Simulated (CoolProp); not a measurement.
Vapour-liquid equilibrium of R125 (1) + R245fa (2) at 0.0489 bar; x and y are mole fractions of (1).

Computed with CoolProp (multi-fluid Helmholtz-energy mixture model, Lemmon 2005 and Akasaka 2015; pair parameters Bell 2016).

```json
[
 {"x": "0.05", "bubble temperature (°C)": "-59.3", "y at the bubble point": "0.729", "dew temperature at overall composition x (°C)": "-43.3", "liquid density (mol/L)": "11.61"},
 {"x": "0.125", "bubble temperature (°C)": "-70.7", "y at the bubble point": "0.908", "dew temperature at overall composition x (°C)": "-44.5", "liquid density (mol/L)": "11.93"},
 {"x": "0.2", "bubble temperature (°C)": "-76.7", "y at the bubble point": "0.952", "dew temperature at overall composition x (°C)": "-45.7", "liquid density (mol/L)": "12.16"},
 {"x": "0.275", "bubble temperature (°C)": "-80.5", "y at the bubble point": "0.971", "dew temperature at overall composition x (°C)": "-47.1", "liquid density (mol/L)": "12.35"},
 {"x": "0.35", "bubble temperature (°C)": "-83.3", "y at the bubble point": "0.980", "dew temperature at overall composition x (°C)": "-48.5", "liquid density (mol/L)": "12.54"},
 {"x": "0.425", "bubble temperature (°C)": "-85.4", "y at the bubble point": "0.986", "dew temperature at overall composition x (°C)": "-50.1", "liquid density (mol/L)": "12.71"},
 {"x": "0.5", "bubble temperature (°C)": "-87.2", "y at the bubble point": "0.990", "dew temperature at overall composition x (°C)": "-51.9", "liquid density (mol/L)": "12.87"},
 {"x": "0.575", "bubble temperature (°C)": "-88.7", "y at the bubble point": "0.993", "dew temperature at overall composition x (°C)": "-54.0", "liquid density (mol/L)": "13.04"},
 {"x": "0.65", "bubble temperature (°C)": "-90.0", "y at the bubble point": "0.995", "dew temperature at overall composition x (°C)": "-56.3", "liquid density (mol/L)": "13.20"},
 {"x": "0.725", "bubble temperature (°C)": "-91.2", "y at the bubble point": "0.996", "dew temperature at overall composition x (°C)": "-59.2", "liquid density (mol/L)": "13.36"},
 {"x": "0.8", "bubble temperature (°C)": "-92.3", "y at the bubble point": "0.998", "dew temperature at overall composition x (°C)": "-62.8", "liquid density (mol/L)": "13.52"},
 {"x": "0.875", "bubble temperature (°C)": "-93.3", "y at the bubble point": "0.999", "dew temperature at overall composition x (°C)": "-67.7", "liquid density (mol/L)": "13.67"},
 {"x": "0.95", "bubble temperature (°C)": "-94.2", "y at the bubble point": "0.999", "dew temperature at overall composition x (°C)": "-76.3", "liquid density (mol/L)": "13.83"}
]
```

No azeotrope shows between x = 0.05 and 0.95.

Pair parameters are fitted to limited data, so mixtures are less certain than the pure fluids.
